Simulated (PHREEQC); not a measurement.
A solution holds 0.051 mol BaCl2, 0.002 mol NaF and 0.072 mol NaCl per kg of water, at 25 °C. Closed to the air; pH follows from the charge balance.

Equilibrium calculation in PHREEQC: ion-association model, wateq4f.dat.

**Question.** The ionic strength comes out as 0.227 mol/kgw. What activity coefficients do Cl-, F-, Ba+2, Na+ get?

**Answer.** Cl- 0.70, F- 0.70, Ba+2 0.29, Na+ 0.74.

Precipitation was switched off in this run.
